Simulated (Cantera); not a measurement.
An isothermal plug-flow reactor at 725 K and 1130 Torr (inlet), inlet velocity 0.1 m/s, active area per volume 110 1/m; feed CO : O2 : N2 = 0.024 : 0.038 : 0.79 (molar parts), equivalence ratio 0.32.

Computed with Cantera and Deutschmann's 1995 Pt surface mechanism with GRI-Mech 3.0 gas chemistry. Catalytic surfaces can have several steady states; this one follows from the mechanism file's or the stated starting coverage. Mass transfer to the wall is taken as infinitely fast.

One state of this run: x CO = 0.0163; x O2 = 0.0389; x H2O = <1e-12; x CO2 = 0.0120; θ free Pt = 0.0455; θ O* = 0.00508; θ CO* = 0.949. x: gas mole fraction; θ: surface coverage.

Question: Which value of z (m) does it belong to?
A. 0.0021
B. 0.00045
C. 0.0045
D. 0.0098

Answer: D, 0.0098
